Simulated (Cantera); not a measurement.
Charge: 1 mol Si₃N₄, 0.16 mol O₂, 1.5 mol H₂, held at 1273.15 K and 0.340 bar.

Method: chemical equilibrium by Gibbs-energy minimisation in Cantera with the NASA 1993 tables (ideal gas, pure condensed phases). Candidate condensed phases: H₂O, Si, SiO₂, Si₂N₂O, Si₃N₄; 35 gas species. Mutual solubility and eutectic melting of coexisting phases are not modelled. Rates play no part.

Base state: H₂ 0.934, N₂ 0.0664, NH₃ 1.09e-5 (mole fractions); condensed: Si₂N₂O(s) + Si₃N₄(s).

Question: What changes in the equilibrium state with this change: O₂ from 0.16 to 1.8 mol?

Answer: 
```
species               before     after
-------------------  -------  --------
H₂                     0.934     0.555
N₂                    0.0664     0.444
H₂O                  2.58e-9  0.000128
NH₃                  1.09e-5   1.30e-5
Si₂N₂O(s), mol         0.320     0.800
Si₃N₄(s), mol          0.787         0
SiO₂(β-quartz), mol        0      1.40
```
The tables hold silica as quartz up to 1696 K and as liquid above; real silica turns to tridymite and cristobalite and melts near 1996 K.
